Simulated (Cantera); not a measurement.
Feed: 1 mol borazine, a varied amount of H2O, held at 1950 K and 29.0 Pa.

Points: n(H2O) (mol) = 0.11, 0.2, 0.39, 0.73, 1.4, 2.6, 4.9, 9.3.

Cantera's Mixture.equilibrate('TP', solver="vcs", rtol=1e-11, max_steps=5000) on the NASA tables stopped like this:

```
ERROR: FAILURE its = 5001!

*******************************************************************************
CanteraError thrown by MultiPhase::equilibrate:
VCS solver failed. Return code: -1
*******************************************************************************
```

Problem. What got this run through?

Solution. This is not unique; one that fits is The failure is numerical, not chemical. The same input converged with solver="gibbs", rtol=1e-10, max_steps=50000, and the result passed a check of the equilibrium conditions:
```
log10 of partial pressures in bar; condensed amounts in mol
    n(H2O)        H2       H2O        N2      HBO2        BO      B(b)     BN(s)
      0.11    -3.676   -10.077    -4.262    -9.539    -5.391     1.429     1.459
       0.2    -3.687    -9.858    -4.262    -9.086    -5.162     1.413     1.384
      0.39    -3.707    -9.645    -4.262    -8.630    -4.929      1.38     1.226
      0.73    -3.735    -9.486    -4.262    -8.268    -4.741     1.318    0.9458
       1.4    -3.775    -9.368    -4.262    -7.975    -4.584     1.192    0.3983
       2.6    -3.803    -9.278    -4.324    -7.751    -4.465    0.3848         0
       4.9    -3.759    -5.417    -4.416    -4.575    -5.128         0         0
       9.3    -3.880    -4.189    -4.558    -4.327    -6.168         0         0
```

The gas is ideal and each condensed phase is pure. The feed counts by its element totals alone. Mutual solubility and eutectic melting of coexisting phases are not modelled. The tables' values for BH2 are old estimates; treat these amounts as uncertain.
